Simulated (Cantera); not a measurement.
A closed system holds: 1 mol CH₃Cl, 0.011 mol F₂, 2.6 mol H₂, at 1125 °C and 100 Torr.

Method: chemical equilibrium by Gibbs-energy minimisation in Cantera with the NASA 1993 tables (ideal gas, pure condensed phases). Candidate condensed phases: C, C₆H₆, C₇H₈, C₈H₁₈; 118 gas species. Rates play no part.

Base state: H₂ 0.778, HCl 0.217, HF 0.00477, CH₄ 0.000352, H 1.14e-5 (mole fractions); condensed: C(graphite).

Question: What changes in the equilibrium state with this change: temperature from 1125 °C to 3127 °C?

Answer: 
| species | before | after |
|---|---|---|
| H | 1.14e-5 | 0.591 |
| H₂ | 0.778 | 0.213 |
| Cl | 2.63e-6 | 0.0875 |
| HCl | 0.217 | 0.0473 |
| C₃ | <1e-9 | 0.0222 |
| C₂H | <1e-9 | 0.0107 |
| C₂H₂ (acetylene) | 1.91e-6 | 0.0136 |
| C | <1e-9 | 0.00661 |
| C₂ | <1e-9 | 0.00402 |
| C(graphite), mol | 0.998 | 0 |
The tables' values for CCl are old estimates; treat these amounts as uncertain.

Question: What changes in the equilibrium state with this change: CH₃Cl replaced by CCl₄?

Answer: 
```csv
species,before,after
HCl,0.217,0.867
H₂,0.778,0.128
HF,0.00477,0.00477
CH₄,0.000352,9.50e-6
Cl,2.63e-6,2.59e-5
H,1.14e-5,4.63e-6
"C(graphite), mol",0.998,1.000
```
